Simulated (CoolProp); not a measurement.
Computed with CoolProp (reference Helmholtz-energy equation of state, Zhou 2012).

Give the vapour pressure (MPa), liquid viscosity (µPa s), liquid conductivity (mW/(m K)) of saturated m-xylene at 220.85, 277.75, 315.75 °C.


| T (°C) | p (MPa) | liquid viscosity (µPa s) | liquid conductivity (mW/(m K)) |
|---|---|---|---|
| 220.85 | 0.604 | 127 | 84.2 |
| 277.75 | 1.50 | 84.9 | 76.6 |
| 315.75 | 2.50 | 59.8 | 74.2 |

Viscosity comes from a separate model (Cao 2016). Thermal conductivity comes from a separate model (Mylona 2014).
